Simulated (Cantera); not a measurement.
Input (Python, Cantera):

```python
import numpy as np
import cantera as ct

gas = ct.Solution("h2o2.yaml")
gas.TPX = 448, 500000, {'H2': 1, 'O2': 0.455, 'N2': 1.71}
flame = ct.FreeFlame(gas, width=0.013)
flame.set_refine_criteria(ratio=3, slope=0.08, curve=0.16)
flame.transport_model = "mixture-averaged"
flame.solve(loglevel=0, auto=True)
z, T = flame.grid, flame.T
thick = (T[-1] - T[0]) / np.gradient(T, z).max()
show = ['H2', 'O2', 'OH', 'HO2', 'O', 'H']
print(f"laminar burning velocity  {flame.velocity[0] * 100:.3f} cm/s")
print(f"burnt temperature         {T[-1]:.1f} K")
print(f"thermal thickness         {thick * 1e3:.4f} mm")
print(f"grid points               {len(z)}")
z0 = z[flame.heat_release_rate.argmax()]
print(f"{'z/mm':>9s}{'T/K':>9s}{'u/(m/s)':>9s}" + "".join(f"{s:>11s}" for s in show))
rows = []
for k in (-3, -2, -1.5, -1, -0.5, -0.25, 0, 0.25, 0.5, 1, 2, 4, 8):
    zz = z0 + k * thick
    rows.append([k * thick, np.interp(zz, z, T), np.interp(zz, z, flame.velocity),
                 *(np.interp(zz, z, flame.X[gas.species_index(s)]) for s in show)])
    print(f"{rows[-1][0] * 1e3:9.3f}{rows[-1][1]:9.1f}{rows[-1][2]:9.3f}" + "".join(f"{x:11.3e}" for x in rows[-1][3:]))
```

Output:

```
laminar burning velocity  449.648 cm/s
burnt temperature         2535.2 K
thermal thickness         0.0526 mm
grid points               112
     z/mm      T/K  u/(m/s)         H2         O2         OH        HO2          O          H
   -0.158    448.0    4.496  3.160e-01  1.438e-01  5.897e-14  4.412e-11  5.478e-12  6.670e-15
   -0.105    448.0    4.496  3.159e-01  1.438e-01  2.286e-12  2.342e-09  2.106e-10  2.595e-13
   -0.079    448.1    4.496  3.157e-01  1.438e-01  2.903e-11  3.758e-08  2.485e-09  3.211e-12
   -0.053    448.9    4.496  3.144e-01  1.441e-01  1.359e-09  9.629e-07  3.926e-08  1.196e-10
   -0.026    490.3    4.810  2.978e-01  1.468e-01  1.492e-05  2.682e-04  4.239e-06  5.101e-06
   -0.013    800.7    7.539  2.499e-01  1.405e-01  1.075e-03  9.849e-04  2.271e-04  1.857e-03
    0.000   1302.1   11.875  1.708e-01  1.057e-01  3.050e-03  4.152e-04  2.516e-03  1.480e-02
    0.013   1654.2   14.908  1.008e-01  5.762e-02  7.785e-03  1.864e-04  5.776e-03  2.919e-02
    0.026   1847.8   16.559  6.762e-02  3.043e-02  1.212e-02  8.661e-05  6.788e-03  3.284e-02
    0.053   2034.4   18.082  5.288e-02  1.609e-02  1.527e-02  3.791e-05  6.016e-03  2.705e-02
    0.105   2199.0   19.354  4.801e-02  1.090e-02  1.501e-02  2.016e-05  3.982e-03  1.789e-02
    0.211   2332.7   20.348  4.296e-02  7.193e-03  1.289e-02  1.036e-05  2.244e-03  1.086e-02
    0.421   2427.4   21.028  3.799e-02  4.398e-03  1.019e-02  5.048e-06  1.172e-03  6.490e-03
```

Computed with Cantera and the H2/O2 subset of GRI-Mech 3.0, which has no nitrogen chemistry. The hydrogen kinetics of GRI-Mech 3.0 are dated; newer H2 mechanisms differ, most at raised pressure. Burning velocities carry a grid error of a few per cent, more on coarse grids.
